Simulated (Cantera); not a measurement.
What does this Cantera script print?

```python
import numpy as np
import cantera as ct

gas_names = """
    O2 N2
""".split()
cond_names = """
    Zr(b) ZrN(s) ZrO2(b)
""".split()


def load(file, names, dense=False):
    # The tables refer to 1 bar. Condensed volumes are neglected.
    table = {s.name: s for s in ct.Species.list_from_file(file)}
    out = []
    for n in names:
        d = dict(table[n].input_data)
        d["thermo"] = dict(d["thermo"], **{"reference-pressure": 1e5})
        if dense:
            d["equation-of-state"] = {"model": "constant-volume", "density": "1e6 g/cm^3"}
        out.append(ct.Species.from_dict(d))
    return out


species = {s.name: s for s in load("nasa_gas.yaml", gas_names) + load("nasa_condensed.yaml", cond_names)}
T = 1625
g = {n: (s.thermo.h(T) - T * s.thermo.s(T)) / (ct.gas_constant * T * np.log(10)) for n, s in species.items()}
valid = cond_names  # the entries whose range holds T


def stable(la, lb):
    # potentials (over RT ln 10) of the two non-metals from log10 p(O2) and log10 p(N2) in bar
    mu = {}
    mu["O"] = (g["O2"] + la) / 2
    mu["N"] = (g["N2"] + lb) / 2
    cost = {}
    for n in valid:
        c = species[n].composition
        cost[n] = (g[n] - sum(c.get(e, 0) * m for e, m in mu.items())) / c["Zr"]
    return min(cost, key=cost.get)


results = []
for lb in [0, -1.3, -2.7, -4, -5.3, -6.7, -8, -9.3, -10.7, -12]:
    row = [stable(la, lb) for la in [-20, -18.9, -17.8, -16.7, -15.6, -14.4, -13.3, -12.2, -11.1, -10, -8.9, -7.8, -6.7, -5.6, -4.4, -3.3, -2.2, -1.1, 0]]
    results.append(row)
    print(f"{lb:6.1f}  " + " ".join(f"{valid.index(n):x}" for n in row))
print("key: " + ", ".join(f"{i:x} {n}" for i, n in enumerate(valid)))
```

It prints:

```
   0.0  1 1 2 2 2 2 2 2 2 2 2 2 2 2 2 2 2 2 2
  -1.3  1 2 2 2 2 2 2 2 2 2 2 2 2 2 2 2 2 2 2
  -2.7  1 2 2 2 2 2 2 2 2 2 2 2 2 2 2 2 2 2 2
  -4.0  2 2 2 2 2 2 2 2 2 2 2 2 2 2 2 2 2 2 2
  -5.3  2 2 2 2 2 2 2 2 2 2 2 2 2 2 2 2 2 2 2
  -6.7  2 2 2 2 2 2 2 2 2 2 2 2 2 2 2 2 2 2 2
  -8.0  2 2 2 2 2 2 2 2 2 2 2 2 2 2 2 2 2 2 2
  -9.3  2 2 2 2 2 2 2 2 2 2 2 2 2 2 2 2 2 2 2
 -10.7  2 2 2 2 2 2 2 2 2 2 2 2 2 2 2 2 2 2 2
 -12.0  2 2 2 2 2 2 2 2 2 2 2 2 2 2 2 2 2 2 2
key: 0 Zr(b), 1 ZrN(s), 2 ZrO2(b)
```

Standard-state values (1 bar) from the NASA 1993 polynomials, evaluated with Cantera. ZrN: taken at fixed stoichiometry.
